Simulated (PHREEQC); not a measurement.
Make-up at 75 °C: 0.016 mol/kgw HF and 0.00029 mol/kgw CsF. Closed to the air; pH follows from the charge balance.

The numbers come from PHREEQC with the ion-association model, wateq4f.dat.

Each row changes one thing in this solution. This is a speciation only: nothing precipitates in the calculation.

```json
[
 {"case": "as made", "pH": "2.75", "ionic strength (mol/kgw)": "0.00218", "HF (mol/kgw)": "0.0138", "F- (mol/kgw)": "0.00205", "HF2- (mol/kgw)": "0.000123", "H2F2 (mol/kgw)": "7.04e-5"},
 {"case": "diluted 5-fold with water", "pH": "3.12", "ionic strength (mol/kgw)": "0.000838", "HF (mol/kgw)": "0.00241", "F- (mol/kgw)": "0.000829", "HF2- (mol/kgw)": "8.66e-6", "H2F2 (mol/kgw)": "2.13e-6"},
 {"case": "0.0035 mol/kgw H2SO4 added", "pH": "2.29", "ionic strength (mol/kgw)": "0.00739", "HF (mol/kgw)": "0.0152", "F- (mol/kgw)": "0.000823", "HF2- (mol/kgw)": "5.43e-5", "H2F2 (mol/kgw)": "8.48e-5"},
 {"case": "HF from 0.016 to 0.16 mol/kgw", "pH": "2.14", "ionic strength (mol/kgw)": "0.00826", "HF (mol/kgw)": "0.136", "F- (mol/kgw)": "0.00520", "HF2- (mol/kgw)": "0.00306", "H2F2 (mol/kgw)": "0.00675"},
 {"case": "HF replaced by NH4F at the same molality", "pH": "5.79", "ionic strength (mol/kgw)": "0.0162", "HF (mol/kgw)": "9.02e-5", "F- (mol/kgw)": "0.0162", "HF2- (mol/kgw)": "6.36e-6", "H2F2 (mol/kgw)": "3.00e-9"},
 {"case": "HF replaced by NH4BF4 at the same molality", "pH": "3.10", "ionic strength (mol/kgw)": "0.0172", "HF (mol/kgw)": "0.00918", "F- (mol/kgw)": "0.00332", "HF2- (mol/kgw)": "0.000133", "H2F2 (mol/kgw)": "3.10e-5"},
 {"case": "temperature from 75 to 25 °C", "pH": "2.56", "ionic strength (mol/kgw)": "0.00324", "HF (mol/kgw)": "0.0121", "F- (mol/kgw)": "0.00310", "HF2- (mol/kgw)": "0.000144", "H2F2 (mol/kgw)": "0.000384"},
 {"case": "CsF from 0.00029 to 0.000435 mol/kgw", "pH": "2.76", "ionic strength (mol/kgw)": "0.00226", "HF (mol/kgw)": "0.0139", "F- (mol/kgw)": "0.00213", "HF2- (mol/kgw)": "0.000129", "H2F2 (mol/kgw)": "7.10e-5"}
]
```

Away from 25 °C the constants follow the database's enthalpies or fits; those with neither stay at their 25 °C values. Real BF4- forms and hydrolyses slowly; the run takes it at equilibrium.
